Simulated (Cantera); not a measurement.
Cantera run, input and output.

```python
import numpy as np
import cantera as ct

gas = ct.Solution("gri30.yaml")
gas.TPX = 1648, 1000000, {'CH4': 1, 'O2': 2.3, 'N2': 12.2}
reactor = ct.IdealGasConstPressureReactor(gas, energy="on", clone=False)
net = ct.ReactorNet([reactor])
net.rtol, net.atol = 1e-08, 1e-16
show = ['CH4', 'O2', 'H', 'OH', 'NO']
times = np.geomspace(2e-06, 3, 10)

steps = ct.SolutionArray(gas, extra=["t"])
rows = []
print(f"{'t/s':>10s}{'T/K':>9s}{'P/Pa':>11s}" + "".join(f"{s:>11s}" for s in show))
for t in times:
    while net.time < t:
        t_next = net.step()
        steps.append(gas.state, t=t_next)
    rows.append([np.interp(t, steps.t, y) for y in (steps.T, steps.P, *steps(*show).X.T)])
    print(f"{t:10.3e}{rows[-1][0]:9.1f}{rows[-1][1]:11.4g}" + "".join(f"{x:11.3e}" for x in rows[-1][2:]))
rate = np.gradient(steps.T, steps.t)
print("integrator steps:", len(steps.t))
if steps.T.max() > steps.T[0] + 200:
    print(f"time of steepest temperature rise: {steps.t[rate.argmax()]:.4e} s")
gas.TPX = 1648, 1000000, {'CH4': 1, 'O2': 2.3, 'N2': 12.2}
gas.equilibrate("HP")
print(f"equilibrium (HP): T = {gas.T:.1f} K  " + "  ".join(f"{s} {gas[s].X[0]:.3e}" for s in show))
```

It prints:

```
       t/s      T/K       P/Pa        CH4         O2          H         OH         NO
 2.000e-06   1647.9      1e+06  6.450e-02  1.484e-01  8.150e-08  1.500e-07  1.022e-13
 9.711e-06   1647.9      1e+06  6.432e-02  1.483e-01  2.847e-07  8.412e-07  1.771e-12
 4.715e-05   1677.8      1e+06  5.721e-02  1.435e-01  8.680e-06  1.604e-05  1.557e-10
 2.289e-04   2753.4      1e+06  1.087e-15  2.304e-02  1.473e-03  1.040e-02  3.056e-03
 1.112e-03   2742.0      1e+06  1.194e-15  2.027e-02  1.426e-03  9.794e-03  9.344e-03
 5.397e-03   2740.3      1e+06  1.213e-15  1.984e-02  1.419e-03  9.699e-03  1.031e-02
 2.621e-02   2740.3      1e+06  1.213e-15  1.984e-02  1.419e-03  9.699e-03  1.031e-02
 1.272e-01   2740.3      1e+06  1.213e-15  1.984e-02  1.419e-03  9.699e-03  1.031e-02
 6.179e-01   2740.3      1e+06  1.213e-15  1.984e-02  1.419e-03  9.699e-03  1.031e-02
 3.000e+00   2740.3      1e+06  1.213e-15  1.984e-02  1.419e-03  9.699e-03  1.031e-02
integrator steps: 1875
time of steepest temperature rise: 6.5556e-05 s
equilibrium (HP): T = 2740.3 K  CH4 1.588e-15  O2 1.984e-02  H 1.419e-03  OH 9.699e-03  NO 1.031e-02
```

Model: GRI-Mech 3.0 (53 species, 325 reactions), integrated in Cantera.
